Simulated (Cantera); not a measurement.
A perfectly stirred reactor is fed with C₂H₆ : H₂ = 1 : 13 (molar parts), at 10.00 Torr; it is held at 1650 K, and followed from long to short residence time.

Computed with Cantera and GRI-Mech 3.0 (53 species, 325 reactions). GRI-Mech 3.0 stops at C3 and has no aromatics, soot or wall deposition, so with more carbon than oxygen in the feed, carbon stays in small species such as C2H2 where larger ones or solid carbon would form. Radical loss at walls, strong at low pressure, is not modelled.

### Question
Predict: x(C₂H₆) at τ = 4.10 s; x(H₂) at τ = 4.10 s; x(CH₄) at τ = 4.10 s; x(C₂H) at τ = 4.10 s; x(C₂H₄) at τ = 4.10 s; x(C₂H₆) at τ = 0.170 s; x(H₂) at τ = 0.170 s; x(CH₄) at τ = 0.170 s; x(C₂H) at τ = 0.170 s; x(C₂H₄) at τ = 0.170 s.

### Answer
* **x(C₂H₆) at τ = 4.10 s**: 9.56e-6
* **x(H₂) at τ = 4.10 s**: 0.927
* **x(CH₄) at τ = 4.10 s**: 0.0174
* **x(C₂H) at τ = 4.10 s**: 2.60e-7
* **x(C₂H₄) at τ = 4.10 s**: 0.000122
* **x(C₂H₆) at τ = 0.170 s**: 0.000160
* **x(H₂) at τ = 0.170 s**: 0.911
* **x(CH₄) at τ = 0.170 s**: 0.0436
* **x(C₂H) at τ = 0.170 s**: 3.08e-7
* **x(C₂H₄) at τ = 0.170 s**: 0.000925
